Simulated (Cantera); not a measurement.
An isothermal plug-flow reactor at 600 K and 0.405 atm (inlet), inlet velocity 1.1 m/s, active area per volume 3100 1/m; feed CO : O2 : N2 : H2O = 0.016 : 0.017 : 0.79 : 0.054 (molar parts).

Cantera simulation using Deutschmann's 1995 Pt surface mechanism with GRI-Mech 3.0 gas chemistry; the numbers are that mechanism's predictions, not measurements. Catalytic surfaces can have several steady states; this one follows from the mechanism file's or the stated starting coverage. Mass transfer to the wall is taken as infinitely fast.

Task: What does this change do: pressure from 0.405 atm to 0.128 atm?

Result: 
```csv
quantity,before,after
x(CO) at z = 0.012 m,0.0173,0.0152
x(O2) at z = 0.012 m,0.0189,0.0179
x(H2O) at z = 0.012 m,0.0616,0.0617
x(CO2) at z = 0.012 m,0.000938,0.00305
θ(free Pt) at the exit,0.00909,0.0172
θ(O*) at the exit,0.00119,0.00129
θ(CO*) at the exit,0.989,0.981
```

Task: What does this change do: pressure from 0.405 atm to 0.237 atm?

Result: 
```json
[
 {"quantity": "x(CO) at z = 0.012 m", "before": "0.0173", "after": "0.0166"},
 {"quantity": "x(O2) at z = 0.012 m", "before": "0.0189", "after": "0.0186"},
 {"quantity": "x(H2O) at z = 0.012 m", "before": "0.0616", "after": "0.0616"},
 {"quantity": "x(CO2) at z = 0.012 m", "before": "0.000938", "after": "0.00162"},
 {"quantity": "θ(free Pt) at the exit", "before": "0.00909", "after": "0.0121"},
 {"quantity": "θ(O*) at the exit", "before": "0.00119", "after": "0.00122"},
 {"quantity": "θ(CO*) at the exit", "before": "0.989", "after": "0.986"}
]
```

Task: What does this change do: inlet velocity 1.1 to 0.3 m/s?

Result: 
```tsv
quantity	before	after
x(CO) at z = 0.012 m	0.0173	0.0147
x(O2) at z = 0.012 m	0.0189	0.0176
x(H2O) at z = 0.012 m	0.0616	0.0617
x(CO2) at z = 0.012 m	0.000938	0.00360
θ(free Pt) at the exit	0.00909	0.00990
θ(O*) at the exit	0.00119	0.00132
θ(CO*) at the exit	0.989	0.989
```
